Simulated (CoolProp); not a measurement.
Dry air at 298.15 K and 5.54 MPa flows at 1.4 m/s in a round tube of 4.6 mm bore and 1.5 µm roughness, fully developed (64/Re and Nu = 3.66 if laminar; Colebrook and Gnielinski if turbulent). Each further row changes one setting.

Values from CoolProp's reference Helmholtz-energy equation of state, Lemmon 2000. It is a pseudo-pure fit of the blend.

```tsv
case	Reynolds number	Darcy friction factor	pressure drop (Pa/m)	heat-transfer coefficient (W/(m² K))	mass flow (kg/h)
as stated	21700	0.0261	364	358	5.48
velocity 2.8 m/s	43300	0.0226	1260	?	?
diameter 9.2 mm	43300	0.0221	?	307	21.9
```

Some entries are withheld; supply them.


- velocity 2.8 m/s, heat-transfer coefficient (W/(m² K)): 629
- velocity 2.8 m/s, mass flow (kg/h): 11.0
- diameter 9.2 mm, pressure drop (Pa/m): 154

Viscosity comes from a separate model (Lemmon 2004). Thermal conductivity comes from a separate model (Lemmon 2004).
